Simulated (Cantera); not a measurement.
An adiabatic, constant-volume homogeneous reactor starts with CH4 : O2 : N2 = 1 : 2.04 : 7.67 (molar parts), equivalence ratio 0.98, at 1325 K and 710000 Pa. Integrator tolerance rtol = 1e-08.

Model: GRI-Mech 3.0 (53 species, 325 reactions), integrated in Cantera. Above 3000 K some thermodynamic fits are extrapolated.

Q: What does this change do: 0.034 parts C2H6 added?

A: 
| quantity | before | after |
|---|---|---|
| time of steepest temperature rise | 1.46 ms | 0.782 ms |
| temperature at 0.900 s | 3006 K | 3029 K |
| equilibrium temperature | 3006 K | 3029 K |
| x(CH4) at 0.900 s | <1e-12 (gas-phase equilibrium <1e-12) | <1e-12 (gas-phase equilibrium <1e-12) |
| x(O2) at 0.900 s | 0.0167 (gas-phase equilibrium 0.0167) | 0.0125 (gas-phase equilibrium 0.0125) |
| x(CO2) at 0.900 s | 0.0547 (gas-phase equilibrium 0.0547) | 0.0528 (gas-phase equilibrium 0.0528) |
| x(HCN) at 0.900 s | 1.03e-8 (gas-phase equilibrium 1.03e-8) | 1.73e-8 (gas-phase equilibrium 1.73e-8) |
| x(O) at 0.900 s | 0.00368 (gas-phase equilibrium 0.00368) | 0.00341 (gas-phase equilibrium 0.00341) |

Q: What does this change do: CH4 1 to 2.3 parts?

A: 
| quantity | before | after |
|---|---|---|
| time of steepest temperature rise | 1.46 ms | 2.23 ms |
| temperature at 0.900 s | 3006 K | 2551 K |
| equilibrium temperature | 3006 K | 2551 K |
| x(CH4) at 0.900 s | <1e-12 (gas-phase equilibrium <1e-12) | 8.13e-9 (gas-phase equilibrium 9.12e-9) |
| x(O2) at 0.900 s | 0.0167 (gas-phase equilibrium 0.0167) | 1.00e-6 (gas-phase equilibrium 1.00e-6) |
| x(CO2) at 0.900 s | 0.0547 (gas-phase equilibrium 0.0547) | 0.0123 (gas-phase equilibrium 0.0123) |
| x(HCN) at 0.900 s | 1.03e-8 (gas-phase equilibrium 1.03e-8) | 3.07e-6 (gas-phase equilibrium 3.07e-6) |
| x(O) at 0.900 s | 0.00368 (gas-phase equilibrium 0.00368) | 4.59e-6 (gas-phase equilibrium 4.59e-6) |
